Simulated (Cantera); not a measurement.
Ignition delay

Mixture: 12.5 % CH4, 5.11 % CO, 21.2 % O2, 61.3 % N2, equivalence ratio 1.3, at 500000 Pa, adiabatic and at constant volume. Ignition delay is the time to a rise of 400 K.

Cantera simulation using GRI-Mech 3.0 (53 species, 325 reactions); the numbers are that mechanism's predictions, not measurements.

| T0 (K) | delay (ms) |
|---|---|
| 1025 | 223 |
| 1125 | 40.0 |
| 1225 | 8.95 |
| 1325 | 2.36 |
| 1425 | 0.714 |
| 1525 | 0.244 |
| 1625 | 0.0937 |
| 1725 | 0.0407 |
| 1825 | 0.0199 |
| 1925 | 0.0107 |

```
Item                                                     Value
--------------------------------------------------  ----------
apparent activation energy between 1725 and 1925 K  180 kJ/mol
```
